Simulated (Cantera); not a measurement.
A Cantera script and its output.

```python
import numpy as np
import cantera as ct

gas = ct.Solution("gri30.yaml", transport_model="mixture-averaged")
show = ['C2H2', 'H2O', 'CH4']

rows = []
print(f"{'T/K':>7s}{'rho':>11s}{'cp':>10s}{'mu':>11s}{'lambda':>11s}{'Pr':>7s}" + "".join(f"{'D_' + s:>11s}" for s in show))
for T in [400, 500, 600, 700, 800, 900, 1000]:
    gas.TPX = T, 101325, {'H2O': 0.72}
    Pr = gas.cp_mass * gas.viscosity / gas.thermal_conductivity
    D = [gas.mix_diff_coeffs_mole[gas.species_index(s)] for s in show]
    rows.append([gas.density, gas.cp_mass, gas.viscosity, gas.thermal_conductivity, Pr, *D])
    print(f"{T:7g}{gas.density:11.4e}{gas.cp_mass:10.1f}{gas.viscosity:11.4e}"
          f"{gas.thermal_conductivity:11.4e}{Pr:7.3f}" + "".join(f"{d:11.4e}" for d in D))
print("SI units: kg/m3, J/kg/K, Pa s, W/m/K, m2/s")
```

Result:

```
    T/K        rho        cp         mu     lambda     Pr     D_C2H2      D_H2O      D_CH4
    400 5.4885e-01    1902.2 1.3967e-05 3.6994e-02  0.718 3.0202e-05 0.0000e+00 3.9846e-05
    500 4.3908e-01    1954.7 1.7713e-05 4.8209e-02  0.718 4.6560e-05 0.0000e+00 6.1195e-05
    600 3.6590e-01    2016.1 2.1488e-05 6.0361e-02  0.718 6.5777e-05 0.0000e+00 8.6179e-05
    700 3.1363e-01    2082.1 2.5249e-05 7.3437e-02  0.716 8.7607e-05 0.0000e+00 1.1449e-04
    800 2.7443e-01    2150.0 2.8971e-05 8.7299e-02  0.714 1.1185e-04 0.0000e+00 1.4587e-04
    900 2.4394e-01    2219.6 3.2640e-05 1.0179e-01  0.712 1.3836e-04 0.0000e+00 1.8014e-04
   1000 2.1954e-01    2292.2 3.6247e-05 1.1676e-01  0.712 1.6700e-04 0.0000e+00 2.1714e-04
SI units: kg/m3, J/kg/K, Pa s, W/m/K, m2/s
```

Cantera simulation using GRI-Mech 3.0 (53 species, 325 reactions); the numbers are that mechanism's predictions, not measurements. Polar gases are described roughly by these parameters.
